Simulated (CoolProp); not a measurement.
Vapour-liquid equilibrium of methanol (1) + ethylbenzene (2) at 422.5 K; x and y are mole fractions of (1).

Model: multi-fluid Helmholtz-energy mixture model, de Reuck 1993 and Zhou 2012; pair parameters Bell 2016, in CoolProp.

**Question.** Give the bubble pressure and the first vapour's composition at x = 0.35, 0.5, 0.95. Is there an azeotrope?

**Answer.** x = 0.35: 0.8622 MPa, y = 0.840; x = 0.5: 0.9815 MPa, y = 0.867; x = 0.95: 1.325 MPa, y = 0.978. No azeotrope shows between x = 0.05 and 0.95.

The pair parameters rest on a limited set of measurements; away from them the model extrapolates. With so large a gap from Raoult's law the liquid may split in two, which this calculation doesn't test in full.
